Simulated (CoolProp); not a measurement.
Vapour-liquid equilibrium of propane (1) + cyclopropane (2) at 0.781 MPa; x and y are mole fractions of (1).

Values from CoolProp's multi-fluid Helmholtz-energy mixture model, Lemmon 2009 and Polt 1992; pair parameters Bell 2016. This equation is an older, rougher fit; its heat capacities, sound speeds and derivatives of the liquid may be far off and weren't checked against measurements.

```csv
x,bubble temperature (°C),y at the bubble point,dew temperature at overall composition x (°C),liquid density (mol/L)
0.05,[?],[?],[?],14.42
0.2,23.9,0.263,24.8,13.88
0.35,21.6,0.423,22.6,13.36
0.5,19.9,[?],20.6,[?]
0.65,18.6,0.690,[?],12.40
0.8,17.8,[?],17.9,11.97
0.95,17.4,0.951,17.4,11.56
```

Question: What belongs in the gaps?

Answer: 
- 0.05, bubble temperature (°C): 26.7
- 0.05, y at the bubble point: 0.073
- 0.05, dew temperature at overall composition x (°C): 27.1
- 0.5, y at the bubble point: 0.562
- 0.5, liquid density (mol/L): 12.87
- 0.65, dew temperature at overall composition x (°C): 19.0
- 0.8, y at the bubble point: 0.816

No azeotrope shows between x = 0.05 and 0.95.

Pair parameters are fitted to limited data, so mixtures are less certain than the pure fluids.
